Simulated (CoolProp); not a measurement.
Vapour-liquid equilibrium of hydrogen sulfide (1) + isobutane (2) at 329.9 K; x and y are mole fractions of (1).

Computed with CoolProp (multi-fluid Helmholtz-energy mixture model, Lemmon 2006 and Bücker 2006; pair parameters Kunz 2012).

| x | bubble pressure (kPa) | y at the bubble point | dew pressure at overall composition x (kPa) | liquid density (mol/L) |
|---|---|---|---|---|
| 0.05 | 999.2 | 0.198 | 847.8 | 8.997 |
| 0.2 | 1592 | 0.523 | 1001 | 9.853 |
| 0.35 | 2144 | 0.673 | 1215 | 10.84 |
| 0.5 | 2630 | 0.763 | 1531 | 12.01 |
| 0.65 | 3071 | 0.833 | 2039 | 13.52 |
| 0.8 | 3500 | 0.899 | 2859 | 15.60 |
| 0.95 | 3935 | 0.973 | 3805 | 18.71 |

No azeotrope shows between x = 0.05 and 0.95.

The pair parameters rest on a limited set of measurements; away from them the model extrapolates.
